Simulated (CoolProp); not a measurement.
A simple Rankine cycle with isohexane: condensing at 324.15 K, boiler at 1.1 MPa, turbine inlet 438.9 K, turbine efficiency 0.7, pump efficiency 0.6, no recuperator. Each further row changes one setting.

The numbers come from the reference Helmholtz-energy equation of state, Lemmon 2006 in CoolProp. It is a short technical equation, of lower accuracy than the large ones.

| case | thermal efficiency (%) | net work (kJ/kg) | heat in (kJ/kg) | turbine exit temperature (K) | volume ratio over the turbine |
|---|---|---|---|---|---|
| as stated | 12.1 | 64.3 | 529 | 393.0 | … |
| turbine inlet 458.9 K | 11.9 | 69.1 | 582 | 415.1 | 16.3 |
| condensing temperature 316.15 K | 13.0 | 71.3 | … | … | … |
| boiler pressure 0.77 MPa | … | … | 544 | 402.3 | … |
| turbine efficiency 0.6 | 10.3 | 54.7 | 529 | 397.6 | 17.3 |

**Question.** Complete the blanks.

**Answer.** 
- as stated, volume ratio over the turbine: 17.1
- condensing temperature 316.15 K, heat in (kJ/kg): 548
- condensing temperature 316.15 K, turbine exit temperature (K): 389.4
- condensing temperature 316.15 K, volume ratio over the turbine: 22.5
- boiler pressure 0.77 MPa, thermal efficiency (%): 10.8
- boiler pressure 0.77 MPa, net work (kJ/kg): 58.9
- boiler pressure 0.77 MPa, volume ratio over the turbine: 11.0
